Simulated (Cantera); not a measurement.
Charge: 1 mol TEOS, 0.29 mol CO2, 3.6 mol NO, at 615 Torr.

Cantera equilibrium calculation (NASA polynomials, part measured and part estimated; ideal gas, pure solids and liquids). Candidate condensed phases: C, C6H6, C7H8, C8H18, H2O, Si, SiC, SiO2, Si2N2O, Si3N4; 151 gas species. The feed counts by its element totals alone. Mutual solubility and eutectic melting of coexisting phases are not modelled. Equilibrium is a limit: real reactors are often held back by kinetics, nucleation or transport.

Question: At 1898 K, list the 4 most abundant gas species with their mole fractions, and the condensed phases.

Answer: H2 0.506, CO 0.395, N2 0.0840, SiO 0.0129. Condensed: SiC(s) + Si2N2O(s).
